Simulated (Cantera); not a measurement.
A closed system holds: 1 mol c-C4F8, 0.025 mol F2, equilibrated at 0.0158 Torr.

Equilibrium computed with Cantera from the NASA thermochemical tables; the gas is ideal and each condensed phase is pure. Candidate condensed phases: C; 13 gas species. The feed counts by its element totals alone. The numbers say what is thermodynamically allowed, not how fast it happens.

Question: Which condensed phases are stable at each of these points (T (K)): 2223, 2273, 2323, 2373, 2423, 2473, 2523, 2573, 2623?

Answer: 
```
T (K)  condensed phases  C condensed (%)
-----  ----------------  ---------------
2223        C(graphite)             93.6
2273        C(graphite)             94.2
2323        C(graphite)             93.9
2373        C(graphite)             92.5
2423        C(graphite)             89.3
2473        C(graphite)             82.4
2523        C(graphite)             67.8
2573        C(graphite)             36.2
2623           gas only              0.0
```

From 2223 K to 2573 K the condensed part is C(graphite). At 2623 K nothing is condensed.
